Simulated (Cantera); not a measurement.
**Thermodynamics of silicon epitaxy and polysilicon growth, feed SiH2Cl2 + H2 + HCl**

Input: 1 mol SiH2Cl2, 140 mol H2, 0.2 mol HCl, held at 62.3 Torr.

Method: chemical equilibrium by Gibbs-energy minimisation in Cantera with the NASA 1993 tables (ideal gas, pure condensed phases). Candidate condensed phases: Si; 19 gas species. The tables' values for SiCl3 are old estimates; treat these amounts as uncertain. Rates play no part.

From 873 K to 1523 K the condensed part is Si(s). The main Si-bearing gas is SiCl4 at 873 K and SiCl2 at 1523 K.

```csv
T (K),x H2,x HCl,x SiCl4,x SiHCl3,n Si(s)
873,0.994,0.00243,0.00193,0.00169,0.465
923,0.993,0.00397,0.00167,0.00149,0.526
973,0.991,0.00602,0.00133,0.00123,0.605
1023,0.989,0.00840,0.000919,0.000916,0.696
1073,0.988,0.0107,0.000526,0.000594,0.785
1123,0.986,0.0125,0.000241,0.000325,0.852
1173,0.986,0.0135,9.17e-5,0.000156,0.891
1223,0.985,0.0140,3.24e-5,7.05e-5,0.907
1273,0.985,0.0142,1.16e-5,3.22e-5,0.913
1323,0.985,0.0142,4.34e-6,1.53e-5,0.913
1373,0.985,0.0142,1.73e-6,7.57e-6,0.912
1423,0.985,0.0142,7.30e-7,3.93e-6,0.910
1473,0.985,0.0142,3.26e-7,2.13e-6,0.907
1523,0.985,0.0141,1.54e-7,1.20e-6,0.904
```
x: gas mole fraction; n: condensed amount in mol.
